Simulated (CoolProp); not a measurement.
Propylene along the isobar 994 kPa: fugacity coefficient from the reference equation and from simpler models built on Tc = 91.1 °C, pc = 4555 kPa, ω = 0.146; each cubic takes its own stable root.

Values from CoolProp's reference Helmholtz-energy equation of state, Lemmon 2013.

```
T (°C)   phase  reference  Soave-Redlich-Kwong  Peng-Robinson
------  ------  ---------  -------------------  -------------
-11.75  liquid     0.3794               0.3834         0.3794
22.55      gas          ?                    ?              ?
56.85      gas     0.8992               0.9006         0.8925
91.15      gas     0.9261               0.9267         0.9190
125.55     gas     0.9444               0.9452         0.9381
159.85     gas     0.9574               0.9586              ?
194.15     gas     0.9670               0.9686              ?
228.45     gas          ?               0.9762              ?
262.85     gas     0.9798               0.9820         0.9769
297.15     gas     0.9842               0.9866         0.9818
```

**Question.** Some entries are withheld; supply them.

**Answer.** 
- 22.55, reference: 0.8571
- 22.55, Soave-Redlich-Kwong: 0.8626
- 22.55, Peng-Robinson: 0.8541
- 159.85, Peng-Robinson: 0.9521
- 194.15, Peng-Robinson: 0.9626
- 228.45, reference: 0.9742
- 228.45, Peng-Robinson: 0.9706
